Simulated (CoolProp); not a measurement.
Vapour-liquid equilibrium of n-hexane (1) + toluene (2) at 19.75 °C; x and y are mole fractions of (1).

Values from CoolProp's multi-fluid Helmholtz-energy mixture model, Thol 2019 and Lemmon 2006; pair parameters Bell 2016.

```
x     bubble pressure (kPa)  y at the bubble point  dew pressure at overall composition x (kPa)  liquid density (mol/L)
----  ---------------------  ---------------------  -------------------------------------------  ----------------------
0.05                  4.045                  0.322                                        3.015                   9.309
0.15                  5.992                  0.584                                        3.328                   9.110
0.25                  7.570                  0.702                                        3.712                   8.917
0.35                  8.906                  0.773                                        4.193                   8.731
0.45                  10.09                  0.823                                        4.814                   8.550
0.55                  11.18                  0.862                                        5.641                   8.375
0.65                  12.23                  0.896                                        6.785                   8.206
0.75                  13.27                  0.926                                        8.432                   8.041
0.85                  14.32                  0.956                                        10.83                   7.882
0.95                  15.41                  0.985                                        14.10                   7.728
```

No azeotrope shows between x = 0.05 and 0.95.

Pair parameters are fitted to limited data, so mixtures are less certain than the pure fluids.
